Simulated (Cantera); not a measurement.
# Carbon deposition, reforming and gasification: C2H4 + H2O

A closed system holds: 1 mol C2H4, 2.6 mol H2O, equilibrated at 360 Pa.

Method: chemical equilibrium by Gibbs-energy minimisation in Cantera with the NASA 1993 tables (ideal gas, pure condensed phases). Candidate condensed phases: C, C6H6, C7H8, C8H18, H2O; 131 gas species. Ions and electrons are included (thermal ionisation). Kinetics and transport are ignored.

From 1727 °C to 4727 °C nothing is condensed. The main C-bearing gas is CO throughout.

```csv
T (°C),x H,x H2,x CO,x O,x H2O,x C,x CO2,x OH
1727,0.0210,0.598,0.291,7.27e-6,0.0810,<1e-12,0.00861,0.000284
2227,0.266,0.402,0.254,0.00356,0.0598,6.91e-12,0.00610,0.00819
2727,0.693,0.0694,0.183,0.0439,0.00216,2.62e-9,0.000768,0.00717
3227,0.772,0.00615,0.171,0.0504,1.19e-5,1.14e-6,3.99e-5,0.000689
3727,0.778,0.000859,0.170,0.0509,1.89e-7,0.000127,4.18e-6,9.99e-5
4227,0.776,0.000181,0.164,0.0551,7.85e-9,0.00452,7.61e-7,2.35e-5
4727,0.748,4.87e-5,0.122,0.0891,8.70e-10,0.0401,2.27e-7,1.08e-5
```
x: gas mole fraction; nothing condenses.
